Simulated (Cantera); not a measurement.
An isothermal, constant-pressure homogeneous reactor starts with C₂H₄ : H₂ = 1 : 34 (molar parts), at 1073 K and 21.8 Torr. Integrator tolerance rtol = 1e-08.

Cantera simulation using GRI-Mech 3.0 (53 species, 325 reactions); the numbers are that mechanism's predictions, not measurements. GRI-Mech 3.0 was tuned for natural gas; its chemistry of ethylene as a main component is partial and can be far from experiment. GRI-Mech 3.0 stops at C3 and has no aromatics, soot or wall deposition, so with more carbon than oxygen in the feed, carbon stays in small species such as C2H2 where larger ones or solid carbon would form. Radical loss at walls, strong at low pressure, is not modelled.

Q: What does this change do: temperature 1073 to 1148 K?

A: 
| quantity | before | after |
|---|---|---|
| x(C₂H₄) at 20.0 s | 0.0243 (gas-phase equilibrium 5.18e-5) | 0.0146 (gas-phase equilibrium 0.000245) |
| x(H₂) at 20.0 s | 0.970 (gas-phase equilibrium 0.941) | 0.970 (gas-phase equilibrium 0.942) |
| x(CH₃) at 20.0 s | 1.03e-7 (gas-phase equilibrium 9.04e-8) | 2.66e-7 (gas-phase equilibrium 4.70e-7) |
| x(CH₂) at 20.0 s | <1e-12 (gas-phase equilibrium <1e-12) | <1e-12 (gas-phase equilibrium <1e-12) |
| x(C₂H₆) at 20.0 s | 0.000536 (gas-phase equilibrium 1.18e-6) | 0.000111 (gas-phase equilibrium 1.94e-6) |

Q: What does this change do: pressure from 21.8 Torr to 10.5 Torr?

A: 
| quantity | before | after |
|---|---|---|
| x(C₂H₄) at 20.0 s | 0.0243 (gas-phase equilibrium 5.18e-5) | 0.0273 (gas-phase equilibrium 0.000107) |
| x(H₂) at 20.0 s | 0.970 (gas-phase equilibrium 0.941) | 0.971 (gas-phase equilibrium 0.941) |
| x(CH₃) at 20.0 s | 1.03e-7 (gas-phase equilibrium 9.04e-8) | 1.93e-8 (gas-phase equilibrium 1.30e-7) |
| x(CH₂) at 20.0 s | <1e-12 (gas-phase equilibrium <1e-12) | <1e-12 (gas-phase equilibrium <1e-12) |
| x(C₂H₆) at 20.0 s | 0.000536 (gas-phase equilibrium 1.18e-6) | 0.000276 (gas-phase equilibrium 1.17e-6) |
